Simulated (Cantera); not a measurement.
A closed system holds: 1 mol CaO, 6.8 mol O₂, 0.6 mol N₂, at 1725 K and 7050 Torr.

Cantera equilibrium calculation (NASA polynomials, part measured and part estimated; ideal gas, pure solids and liquids). Candidate condensed phases: Ca, CaO; 12 gas species. The numbers say what is thermodynamically allowed, not how fast it happens.

Base state: O₂ 0.918, N₂ 0.0800, NO 0.00212, NO₂ 4.04e-5, O 1.81e-5 (mole fractions); condensed: CaO(s).

What changes in the equilibrium state with this change: temperature from 1725 K to 1873.15 K?


| species | before | after |
|---|---|---|
| O₂ | 0.918 | 0.917 |
| N₂ | 0.0800 | 0.0793 |
| NO | 0.00212 | 0.00350 |
| O | 1.81e-5 | 7.39e-5 |
| NO₂ | 4.04e-5 | 4.88e-5 |
| CaO(s), mol | 1.00 | 1.00 |
